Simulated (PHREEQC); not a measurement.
Solution (70 °C): 2.7 mmol/kgw CdCl2, 1.3 mmol/kgw NaBF4 and 33 mmol/kgw FeSO4. Closed to the air; pH follows from the charge balance.

Model: ion-association model, wateq4f.dat, run in PHREEQC.

Precipitation was switched off in this run.

Task: What pH does the model give?

Result: pH 3.45.

Task: In which forms is F present?

Result: F- 43 %, HF 42 %, BF4- 5.7 %, BF2(OH)2- 3.7 %, FeF+ 3.0 %, BF3OH- 1.8 % of the F.

Away from 25 °C the constants follow the database's enthalpies or fits; those with neither stay at their 25 °C values. Real BF4- forms and hydrolyses slowly; the run takes it at equilibrium. Fluoro complexes past AlF4- and FeF3 are missing from the database.
